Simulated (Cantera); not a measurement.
Input: 1 mol C₆H₆, 37 mol H₂, at 3023 K and 113 Torr.

Equilibrium computed with Cantera from the NASA thermochemical tables; the gas is ideal and each condensed phase is pure. Candidate condensed phases: C, C₆H₆, C₇H₈, C₈H₁₈; 76 gas species. Equilibrium is a limit: real reactors are often held back by kinetics, nucleation or transport.

Base state: H₂ 0.609, H 0.341, C₂H₂ (acetylene) 0.0405, C₂H 0.00403, C₃ 0.00265, C₄H₂ 0.00112, C 0.000420, C₂ 0.000271 (mole fractions); condensed: C(graphite).

Task: What changes in the equilibrium state with this change: pressure from 113 Torr to 4.35 Torr?

Result: 
| species | before | after |
|---|---|---|
| H | 0.341 | 0.826 |
| H₂ | 0.609 | 0.138 |
| C₃ | 0.00265 | 0.0180 |
| C₂H₂ (acetylene) | 0.0405 | 0.00376 |
| CH₃ | 3.74e-5 | 5.08e-7 |
| C₆H₂ | 3.31e-5 | 5.18e-7 |
| C(graphite), mol | 0.980 | 0 |

Task: What changes in the equilibrium state with this change: 1.3 mol N₂ added?

Result: 
```
species           before    after
----------------  ------  -------
H₂                 0.609    0.582
H                  0.341    0.334
C₂H₂ (acetylene)  0.0405   0.0377
HCN                    0   0.0187
N₂                     0   0.0143
HNC                    0  0.00360
CN                     0  0.00113
C(graphite), mol   0.980        0
```
